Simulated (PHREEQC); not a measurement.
A solution holds 0.0012 mol/kgw NH4HF2, 0.0028 mol/kgw H2SiF6 and 0.0068 mol/kgw H3PO4, at 70 °C. Closed to the air; pH follows from the charge balance.

Computed with PHREEQC (ion-association model, phreeqc.dat).

Question: The ionic strength comes out as 0.00822 mol/kgw. What activity coefficients do H2PO4-, H+, SiF6-2, NH4+, HF2- get?

Answer: H2PO4- 0.91, H+ 0.91, SiF6-2 0.67, NH4+ 0.90, HF2- 0.90.

Precipitation was switched off in this run. The solution is supersaturated, for example in Quartz (slow to form), Chalcedony (slow to form), so a real one may precipitate; this is no full list. Constants without temperature data keep their 25 °C values here. SiF6-2 is the database's only silicon fluoride.
